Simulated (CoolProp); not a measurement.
The numbers come from the reference Helmholtz-energy equation of state, Wu 2012 in CoolProp.

Q: For fluoroethane (R161), give the phase and the density (kg/m³), cp (kJ/(kg K)), speed of sound (m/s), fugacity coefficient at 188.8 K and 0.208 MPa.

A: 
- 188.8 K and 0.208 MPa: liquid; density 881, cp 1.94, speed of sound 1390, fugacity coefficient 0.0303
